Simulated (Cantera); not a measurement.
What does this Cantera script print?

```python
import numpy as np
import cantera as ct

gas_names = """
    H HNO HNO2 HNO3 HO2 H2 H2O H2O2 N NH NH2 NH3 NH2OH NO NO2 NO3 N2 N2H2 N2H4 N2O O OH O2 O3 Si SiH
    SiH2 SiH3 SiH4 SiN SiO SiO2 Si2 Si2N Si3
""".split()
cond_names = """
    H2O(s) H2O(L) Si(cr) Si(L) SiO2(Lqz) SiO2(hqz) SiO2(L) Si2N2O(s) Si3N4(a)
""".split()


# ... load() reads the species with a 1 bar reference pressure and builds the phases ...
atoms = {
    'Si2H6': {'Si': 2, 'H': 6},
    'H2O': {'H': 2, 'O': 1},
    'N2': {'N': 2},
    'NO': {'N': 1, 'O': 1},
}
top_T = {'Si2N2O(s)': 2100, 'Si3N4(a)': 2400}  # K; cautious upper limits of use, not melting points


# ... equilibrate(T, P, feed) seeds the gas with the atoms and calls Mixture.equilibrate('TP', solver="vcs", rtol=1e-11, max_steps=5000) ...
results = []
feed = {'Si2H6': 1, 'H2O': 2.9, 'N2': 6, 'NO': 0.19}  # mol
P = 1333.22  # Pa
for T in [773, 823, 873, 923, 973, 1023, 1073, 1123, 1173]:
    mix = equilibrate(T, P, feed)
    results.append((T, P, feed, dict(zip(mix.species_names, mix.species_moles))))
    x = sorted(zip(gas.X, gas.species_names), reverse=True)
    print(f"T = {T:g} K  P = {P:g} Pa  gas = {mix.phase_moles(0):.4g} mol")
    print("   x: " + "  ".join(f"{s} {v:.3e}" for v, s in x if v > 1e-05))
    print("   condensed (mol): " + ("  ".join(f"{mix.phase(i).name} {mix.phase_moles(i):.4g}"
          for i in range(1, mix.n_phases) if mix.phase_moles(i) > 1e-12) or "none"))
```

It prints:

```
T = 773 K  P = 1333.22 Pa  gas = 11.69 mol
   x: H2 5.046e-01  N2 4.954e-01  NH3 1.332e-05
   condensed (mol): SiO2(Lqz) 1.393  Si2N2O(s) 0.3033
T = 823 K  P = 1333.22 Pa  gas = 11.69 mol
   x: H2 5.046e-01  N2 4.954e-01
   condensed (mol): SiO2(Lqz) 1.393  Si2N2O(s) 0.3034
T = 873 K  P = 1333.22 Pa  gas = 11.69 mol
   x: H2 5.046e-01  N2 4.954e-01
   condensed (mol): SiO2(hqz) 1.393  Si2N2O(s) 0.3034
T = 923 K  P = 1333.22 Pa  gas = 11.69 mol
   x: H2 5.046e-01  N2 4.954e-01
   condensed (mol): SiO2(hqz) 1.393  Si2N2O(s) 0.3034
T = 973 K  P = 1333.22 Pa  gas = 11.69 mol
   x: H2 5.046e-01  N2 4.954e-01  H2O 1.231e-05
   condensed (mol): SiO2(hqz) 1.393  Si2N2O(s) 0.3034
T = 1023 K  P = 1333.22 Pa  gas = 11.69 mol
   x: H2 5.046e-01  N2 4.954e-01  H2O 1.587e-05
   condensed (mol): SiO2(hqz) 1.393  Si2N2O(s) 0.3034
T = 1073 K  P = 1333.22 Pa  gas = 11.69 mol
   x: H2 5.046e-01  N2 4.954e-01  H2O 1.994e-05
   condensed (mol): SiO2(hqz) 1.393  Si2N2O(s) 0.3034
T = 1123 K  P = 1333.22 Pa  gas = 11.69 mol
   x: H2 5.046e-01  N2 4.954e-01  H2O 2.452e-05
   condensed (mol): SiO2(hqz) 1.393  Si2N2O(s) 0.3034
T = 1173 K  P = 1333.22 Pa  gas = 11.69 mol
   x: H2 5.046e-01  N2 4.954e-01  H2O 2.959e-05
   condensed (mol): SiO2(hqz) 1.393  Si2N2O(s) 0.3034
```

These are equilibrium values from Cantera (NASA tables, ideal gas, pure condensed phases), not measurements of a reactor. The feed counts by its element totals alone. Mutual solubility and eutectic melting of coexisting phases are not modelled. The tables hold silica as quartz up to 1696 K and as liquid above; real silica turns to tridymite and cristobalite and melts near 1996 K.
